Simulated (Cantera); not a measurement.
Charge: 1 mol HF, 0.066 mol H2, 0.089 mol O2, equilibrated at 1075 K and 1000 Pa.

Cantera equilibrium calculation (NASA polynomials, part measured and part estimated; ideal gas, pure solids and liquids). Candidate condensed phases: H2O; 22 gas species. The numbers say what is thermodynamically allowed, not how fast it happens.

Q: What is the equilibrium state?

A: 
* **x(HF)**: 0.891
* **x(H2O)**: 0.0588
* **x(O2)**: 0.0499
* **gas amount**: 1.122 mol
